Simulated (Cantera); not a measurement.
Ignition delay

Mixture: 5.77 % CH₄, 6.93 % CO, 12.5 % O₂, 47.1 % N₂, 27.7 % H₂O, equivalence ratio 1.2, at 2.27 atm, adiabatic and at constant volume. Ignition delay is the time to a rise of 400 K.

Detailed kinetics in Cantera: GRI-Mech 3.0 (53 species, 325 reactions).

| T0 (K) | delay (ms) |
|---|---|
| 1075 | 327 |
| 1150 | 97.1 |
| 1225 | 32.2 |
| 1300 | 11.6 |
| 1375 | 4.46 |
| 1450 | 1.80 |
| 1525 | 0.772 |
| 1600 | 0.352 |

| Item | Value |
|---|---|
| apparent activation energy between 1450 and 1600 K | 210 kJ/mol |
